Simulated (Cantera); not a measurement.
Input: 1 mol Al, 13 mol CO2, 88 mol N2, 0.59 mol NH3, at 2000 K and 10.0 mbar.

Equilibrium computed with Cantera from the NASA thermochemical tables; the gas is ideal and each condensed phase is pure. Candidate condensed phases: Al, AlN, Al2O3, C, C6H6, C7H8, C8H18, H2O; 148 gas species. The numbers say what is thermodynamically allowed, not how fast it happens.

Base state: N2 0.861, CO2 0.0985, CO 0.0283, H2O 0.00769, O2 0.00213, NO 0.000806, OH 0.000569, H2 0.000481 (mole fractions); condensed: Al2O3(s).

Q: What changes in the equilibrium state with this change: temperature from 2000 K to 850 K?

A: 
```tsv
species	before	after
N2	0.861	0.864
CO2	0.0985	0.107
CO	0.0283	0.0202
O2	0.00213	<1e-9
NO	0.000806	<1e-9
Al2O3(s), mol	0.500	0.500
```

Q: What changes in the equilibrium state with this change: CO2 from 13 to 0.17 mol?

A: 
| species | before | after |
|---|---|---|
| N2 | 0.861 | 0.978 |
| H2 | 0.000481 | 0.00902 |
| Al | <1e-9 | 0.00730 |
| CO2 | 0.0985 | 1.21e-8 |
| CO | 0.0283 | 0.00188 |
| O2 | 0.00213 | <1e-9 |
| Al2O | <1e-9 | 0.00188 |
| NO | 0.000806 | 1.58e-9 |
| Al2O3(s), mol | 0.500 | 0 |
